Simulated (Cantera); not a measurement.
## Halide evaporation, hydrolysis and transport: NaI + H2 + N2

A closed system holds: 1 mol NaI, 1.4 mol H2, 430 mol N2, at 2198 K and 1.60 Pa.

These are equilibrium values from Cantera (NASA tables, ideal gas, pure condensed phases), not measurements of a reactor. Candidate condensed phases: I2, Na, NaI; 16 gas species. The numbers say what is thermodynamically allowed, not how fast it happens.

```
Property                             Result
--------------------------------  ---------
x(N2)                                 0.989
x(H)                                0.00640
x(Na)                               0.00230
x(I)                                0.00230
x(H2)                               2.11e-5
x(N)                                3.03e-6
gas amount                        434.8 mol
log10 activity of Na(l) (absent)      -9.37
log10 activity of I2(l) (absent)     -18.88
```
